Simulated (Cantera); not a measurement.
What does this Cantera script print?

```python
import numpy as np
import cantera as ct

gas_names = """
    Fe FeO Fe(OH)2 H HO2 H2 H2O H2O2 H2S H2SO4 O OH O2 O3 S SH SO SO2 SO3 S2 S2O S8
""".split()
cond_names = """
    Fe(a) Fe(c) Fe(d) Fe(L) FeO(s) FeO(L) Fe(OH)2(s) Fe(OH)3(s) FeS(a) FeS(b) FeS(c) FeS(L) FeSO4(s)
    FeS2(s) Fe2O3(s) Fe2S3O12(s) Fe3O4(s) H2O(s) H2O(L) H2SO4(L) S(cr1) S(cr2) S(L)
""".split()


def load(file, names, dense=False):
    # The tables refer to 1 bar. Condensed volumes are neglected.
    table = {s.name: s for s in ct.Species.list_from_file(file)}
    out = []
    for n in names:
        d = dict(table[n].input_data)
        d["thermo"] = dict(d["thermo"], **{"reference-pressure": 1e5})
        if dense:
            d["equation-of-state"] = {"model": "constant-volume", "density": "1e6 g/cm^3"}
        out.append(ct.Species.from_dict(d))
    return out


gas = ct.Solution(thermo="ideal-gas", species=load("nasa_gas.yaml", gas_names))
cond = {s.name: ct.Solution(thermo="fixed-stoichiometry", species=[s], name=s.name)
        for s in load("nasa_condensed.yaml", cond_names, dense=True)}
atoms = {
    'FeS2': {'Fe': 1, 'S': 2},
    'H2S': {'H': 2, 'S': 1},
    'H2O': {'H': 2, 'O': 1},
}
top_T = {'FeSO4(s)': 950, 'FeS2(s)': 1010, 'Fe2O3(s)': 1830, 'Fe2S3O12(s)': 1100, 'Fe3O4(s)': 1870}  # K; cautious upper limits of use, not melting points


def equilibrate(T, P, feed):
    n = {}
    for name, mol in feed.items():
        for a, k in atoms[name].items():
            n[a] = n.get(a, 0.0) + k * mol
    gas.TPX = T, P, n
    mass = sum(n.values()) * gas.mean_molecular_weight
    gas.equilibrate("TP")
    valid = [c for c in cond.values() if c.min_temp <= T <= top_T.get(c.name, c.max_temp)]
    mix = ct.Mixture([(gas, mass / gas.mean_molecular_weight)] + [(c, 0.0) for c in valid])
    mix.T, mix.P = T, P
    mix.equilibrate("TP", solver="vcs", rtol=1e-11, max_steps=5000)
    return mix


results = []
feed = {'FeS2': 1, 'H2S': 0.052, 'H2O': 2.2}  # mol
P = 100000  # Pa
for T in [748, 848, 948, 1048, 1148, 1248, 1348, 1448, 1548, 1648, 1748, 1848]:
    mix = equilibrate(T, P, feed)
    results.append((T, P, feed, dict(zip(mix.species_names, mix.species_moles))))

top = {s: max(r[3][s] / sum(r[3][g] for g in gas_names) for r in results) for s in gas_names}
cols = sorted((s for s in top if top[s] > 0.0001), key=lambda s: -top[s])[:5]
seen = [c for c in cond_names if any(r[3].get(c, 0) > 1e-12 for r in results)]
print("log10 of partial pressures in bar; condensed amounts in mol")
print(f"{'T/K':>10s}" + "".join(f"{s[:9]:>10s}" for s in cols + seen))
for T, P, feed, n in results:
    ng = sum(n[g] for g in gas_names)
    print(f"{T:10.4g}" + "".join(f"{np.log10(max(n[s] / ng * P / 1e5, 1e-99)):10.3f}" for s in cols)
          + "".join(f"{n.get(c, 0):10.4g}" for c in seen))
```

Result:

```
log10 of partial pressures in bar; condensed amounts in mol
       T/K       H2O       H2S        H2        S2       SO2    FeS(c)    FeS(L)   FeS2(s)
       748    -0.011    -1.643    -3.057    -4.581    -3.562         0         0         1
       848    -0.023    -1.396    -2.890    -2.957    -2.033   0.06565         0    0.9343
       948    -0.169    -0.774    -2.600    -1.128    -1.128         1         0         0
      1048    -0.163    -0.822    -2.206    -1.067    -1.170         1         0         0
      1148    -0.160    -0.870    -1.884    -1.024    -1.200         1         0         0
      1248    -0.161    -0.921    -1.622    -0.992    -1.214         1         0         0
      1348    -0.165    -0.977    -1.408    -0.970    -1.212         1         0         0
      1448    -0.173    -1.040    -1.236    -0.955    -1.195         1         0         0
      1548    -0.184    -1.108    -1.096    -0.948    -1.168         0         1         0
      1648    -0.197    -1.180    -0.983    -0.947    -1.134         0         1         0
      1748    -0.213    -1.256    -0.891    -0.954    -1.098         0    0.9999         0
      1848    -0.231    -1.333    -0.816    -0.967    -1.064         0    0.9998         0
```

Method: chemical equilibrium by Gibbs-energy minimisation in Cantera with the NASA 1993 tables (ideal gas, pure condensed phases). FeS: taken at fixed stoichiometry. Gases not in the tables: S3 to S7.
